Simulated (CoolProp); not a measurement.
Hydrogen sulfide along the isobar 20.1 MPa: density (kg/m³) from the reference equation and from simpler models built on Tc = 373.1 K, pc = 8.999 MPa, ω = 0.101; each cubic takes its own stable root.

Model: reference Helmholtz-energy equation of state, Lemmon 2006, in CoolProp. It is a short technical equation, of lower accuracy than the large ones.

```tsv
T (K)	phase	reference	van der Waals	Redlich-Kwong	Soave-Redlich-Kwong	Peng-Robinson
356.2	liquid	684.1	496.3	635.2	638.7	714.4
375.5	supercritical	627.1	?	576.4	575.8	639.8
394.9	supercritical	558.2	438.3	510.3	503.5	?
414.3	supercritical	474.2	?	438.5	424.4	460.4
433.7	supercritical	384.9	366.6	368.2	350.0	375.4
453.1	supercritical	314.8	327.1	?	293.5	312.7
472.5	supercritical	267.9	289.7	269.1	254.4	269.7
491.9	supercritical	236.0	258.1	239.1	226.6	239.3
511.2	supercritical	212.9	232.9	216.8	205.9	216.7
530.6	supercritical	195.2	212.8	199.3	189.7	199.0
550	supercritical	181.0	196.7	185.2	176.6	184.8
569.4	supercritical	169.4	183.4	173.5	165.6	172.9
588.8	supercritical	159.7	?	163.6	156.4	162.9
```

### Question
Fill in the missing entries.

### Answer

- 375.5, van der Waals: 468.9
- 394.9, Peng-Robinson: 553.7
- 414.3, van der Waals: 404.2
- 453.1, Redlich-Kwong: 310.8
- 588.8, van der Waals: 172.2
